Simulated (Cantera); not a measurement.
A perfectly stirred reactor is fed with 7.85 % CH₄, 12.1 % O₂, 80.1 % N₂, at 0.820 bar; it is adiabatic with a 675 K inlet, and is followed from long to short residence time, starting on the burning branch (τ in s: 0.12, 0.038, 0.013, 0.0043, 0.0014, 0.00047, 0.00016, 5.3e-05, 1.8e-05, 5.9e-06).

Computed with Cantera and GRI-Mech 3.0 (53 species, 325 reactions).

### Question
Predict: blow-out, bracketed by the residence times tried; x(CH₄) at τ = 0.120 s; x(O₂) at τ = 0.120 s; x(C₂H) at τ = 0.120 s; x(NO) at τ = 0.120 s; x(HO₂) at τ = 0.120 s; x(CH₄) at τ = 0.470 ms; x(O₂) at τ = 0.470 ms.

### Answer
```
Item                                                                           Result
------------------------------------------------  -----------------------------------
blow-out, bracketed by the residence times tried  burning at 1.40 ms, out at 0.470 ms
x(CH₄) at τ = 0.120 s                                                        0.000300
x(O₂) at τ = 0.120 s                                                         0.000247
x(C₂H) at τ = 0.120 s                                                         1.15e-8
x(NO) at τ = 0.120 s                                                          8.05e-5
x(HO₂) at τ = 0.120 s                                                         4.56e-8
x(CH₄) at τ = 0.470 ms                                                         0.0785
x(O₂) at τ = 0.470 ms                                                           0.121
```
